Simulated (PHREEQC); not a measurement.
Make-up at 85 °C: 1.5 mol CaCl2 and 4.4e-05 mol H4SiO4 per kg of water. It is in equilibrium with CO2 at log p = -3.4 (atm). Otherwise closed; pH follows from the charge balance.

The numbers come from PHREEQC with the Pitzer model, pitzer.dat.

Precipitation was switched off in this run.

**Question.** Order these C species by the share of C that they hold, largest first: CO3-2, CO2, HCO3-.

**Answer.** CO2 (87 %), HCO3- (13 %), CO3-2 (0.54 %)

The pH is 5.45 and the ionic strength 4.50 mol/kgw. Species that the database lacks are ignored. In brines, pH and single-ion activities rest on the MacInnes convention. Constants without temperature data keep their 25 °C values here.
